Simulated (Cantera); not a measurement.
Charge: 1 mol Si, a varied amount of Br₂, equilibrated at 673.15 K and 13300 Pa.

Equilibrium computed with Cantera from the NASA thermochemical tables; the gas is ideal and each condensed phase is pure. Candidate condensed phases: Br₂, Si; 9 gas species. Rates play no part.

Which condensed phases are stable at each of these points (n(Br₂) (mol)): 0.66, 0.79, 0.95, 1.1, 1.4, 1.7, 2, 2.4, 2.9?


```tsv
n(Br₂) (mol)	condensed phases	Si condensed (%)
0.66	Si(s)	67.0
0.79	Si(s)	60.5
0.95	Si(s)	52.5
1.1	Si(s)	45.0
1.4	Si(s)	30.0
1.7	Si(s)	15.0
2	gas only	0.0
2.4	gas only	0.0
2.9	gas only	0.0
```

From 0.66 mol Br₂ to 1.7 mol Br₂ the condensed part is Si(s). From 2 mol Br₂ to 2.9 mol Br₂ nothing is condensed.
